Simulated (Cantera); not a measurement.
What does this Cantera script print?

```python
import numpy as np
import cantera as ct

gas_names = """
    OH H2O
""".split()
cond_names = """
    Nb(cr) Nb(L) NbO2(I) NbO2(II) NbO2(III) NbO2(L)
""".split()


def load(file, names, dense=False):
    # The tables refer to 1 bar. Condensed volumes are neglected.
    table = {s.name: s for s in ct.Species.list_from_file(file)}
    out = []
    for n in names:
        d = dict(table[n].input_data)
        d["thermo"] = dict(d["thermo"], **{"reference-pressure": 1e5})
        if dense:
            d["equation-of-state"] = {"model": "constant-volume", "density": "1e6 g/cm^3"}
        out.append(ct.Species.from_dict(d))
    return out


species = {s.name: s for s in load("nasa_gas.yaml", gas_names) + load("nasa_condensed.yaml", cond_names)}
# Each term lists the table entries of one substance; the one whose range holds T is used.
reactions = {
    '4 OH(g) + Nb = NbO2 + 2 H2O(g)':
        [(-4, ['OH']), (-1, ['Nb(cr)', 'Nb(L)']), (1, ['NbO2(I)', 'NbO2(II)', 'NbO2(III)', 'NbO2(L)']), (2, ['H2O'])],
}


def pick(names, T):
    return next(species[n] for n in names if species[n].thermo.min_temp <= T <= species[n].thermo.max_temp)


results = []
for label, terms in reactions.items():
    print(label)
    print("     T/K   dH/kJ  dS/(J/K)   dG/kJ   log10 K")
    for T in [300, 2025, 2075, 2125, 2175, 2225, 2275, 2325]:
        used = [(nu, pick(names, T)) for nu, names in terms]
        dH = sum(nu * s.thermo.h(T) for nu, s in used) / 1e6
        dS = sum(nu * s.thermo.s(T) for nu, s in used) / 1e3
        dG = dH - T * dS / 1e3
        logK = -dG * 1e6 / (ct.gas_constant * T * np.log(10))
        results.append((label, T, dH, dS, dG, logK, [s.name for _, s in used]))
        print(f"{T:8g} {dH:8.1f} {dS:8.1f} {dG:8.1f} {logK:8.2f}")
```

Result:

```
4 OH(g) + Nb = NbO2 + 2 H2O(g)
     T/K   dH/kJ  dS/(J/K)   dG/kJ   log10 K
     300  -1436.0   -339.4  -1334.2   232.30
    2025  -1414.0   -326.1   -753.6    19.44
    2075  -1413.3   -325.8   -737.3    18.56
    2125  -1412.6   -325.5   -721.0    17.72
    2175  -1412.0   -325.2   -704.7    16.92
    2225  -1318.7   -282.3   -690.6    16.21
    2275  -1317.5   -281.8   -676.5    15.53
    2325  -1316.4   -281.3   -662.4    14.88
```

Standard-state values (1 bar) from the NASA 1993 polynomials, evaluated with Cantera. Condensed species are held in their standard states even where they would react or evaporate.
